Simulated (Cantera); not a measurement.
What does this Cantera script print?

```python
import numpy as np
import cantera as ct

gas_names = [...]  # 113 gases of nasa_gas.yaml made of C, H, O, Pb
cond_names = """
    C(gr) C6H6(L) C7H8(L) C8H18(L),n-octa H2O(s) H2O(L) Pb(cr) Pb(L) PbO(rd) PbO(yw) PbO(L) PbO2(s)
    Pb3O4(s)
""".split()


# ... load() reads the species with a 1 bar reference pressure and builds the phases ...
atoms = {
    'Pb': {'Pb': 1},
    'CO': {'C': 1, 'O': 1},
    'H2': {'H': 2},
    'O2': {'O': 2},
}
top_T = {'C(gr)': 4500, 'Pb3O4(s)': 820}  # K; cautious upper limits of use, not melting points


# ... equilibrate(T, P, feed) seeds the gas with the atoms and calls Mixture.equilibrate('TP', solver="vcs", rtol=1e-11, max_steps=5000) ...
results = []
feed = {'Pb': 1, 'CO': 0.14, 'H2': 17, 'O2': 0.064}  # mol
T = 1173.15  # K
P = 101325  # Pa
mix = equilibrate(T, P, feed)
results.append((T, P, feed, dict(zip(mix.species_names, mix.species_moles))))
x = sorted(zip(gas.X, gas.species_names), reverse=True)
print(f"T = {T:g} K  P = {P:g} Pa  gas = {mix.phase_moles(0):.4g} mol")
print("   x: " + "  ".join(f"{s} {v:.3e}" for v, s in x if v > 0.0001))
print("   condensed (mol): " + ("  ".join(f"{mix.phase(i).name} {mix.phase_moles(i):.4g}"
      for i in range(1, mix.n_phases) if mix.phase_moles(i) > 1e-12) or "none"))
```

It prints:

```
T = 1173.15 K  P = 101325 Pa  gas = 17.13 mol
   x: H2 9.834e-01  H2O 8.052e-03  CO 7.500e-03  CH4 6.261e-04  Pb 4.172e-04
   condensed (mol): Pb(L) 0.9929
```

Cantera equilibrium calculation (NASA polynomials, part measured and part estimated; ideal gas, pure solids and liquids).
